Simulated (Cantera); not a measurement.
Input: 1 mol SiCl4, a varied amount of NO, 0.19 mol H2, 13 mol H2O, at 500 °C and 41.0 Pa.

Method: chemical equilibrium by Gibbs-energy minimisation in Cantera with the NASA 1993 tables (ideal gas, pure condensed phases). Candidate condensed phases: H2O, NH4Cl, Si, SiO2, Si2N2O, Si3N4; 47 gas species. Kinetics and transport are ignored.

x: gas mole fraction; n: condensed amount in mol.

```json
[
 {"n(NO) (mol)": "0.55", "x H2O": "0.716", "x HCl": "0.255", "x N2": "0.0176", "x O2": "0.0112", "x Cl2": "0.000525", "n SiO2(α-quartz)": "1.00"},
 {"n(NO) (mol)": "2.3", "x H2O": "___", "x HCl": "___", "x N2": "___", "x O2": "___", "x Cl2": "___", "n SiO2(α-quartz)": "1.00"},
 {"n(NO) (mol)": "4.1", "x H2O": "___", "x HCl": "___", "x N2": "___", "x O2": "___", "x Cl2": "0.00126", "n SiO2(α-quartz)": "1.00"},
 {"n(NO) (mol)": "5.8", "x H2O": "0.537", "x HCl": "0.189", "x N2": "0.139", "x O2": "0.134", "x Cl2": "0.00133", "n SiO2(α-quartz)": "1.00"},
 {"n(NO) (mol)": "7.6", "x H2O": "0.495", "x HCl": "0.174", "x N2": "0.168", "x O2": "0.163", "x Cl2": "0.00134", "n SiO2(α-quartz)": "1.00"},
 {"n(NO) (mol)": "9.3", "x H2O": "0.460", "x HCl": "0.161", "x N2": "0.191", "x O2": "0.186", "x Cl2": "0.00133", "n SiO2(α-quartz)": "1.00"},
 {"n(NO) (mol)": "11", "x H2O": "0.430", "x HCl": "0.151", "x N2": "0.211", "x O2": "0.207", "x Cl2": "0.00131", "n SiO2(α-quartz)": "1.00"}
]
```

### Question
What belongs in the gaps?

### Answer

- 2.3, x H2O: 0.645
- 2.3, x HCl: 0.228
- 2.3, x N2: 0.0661
- 2.3, x O2: 0.0601
- 2.3, x Cl2: 0.00108
- 4.1, x H2O: 0.585
- 4.1, x HCl: 0.206
- 4.1, x N2: 0.107
- 4.1, x O2: 0.101
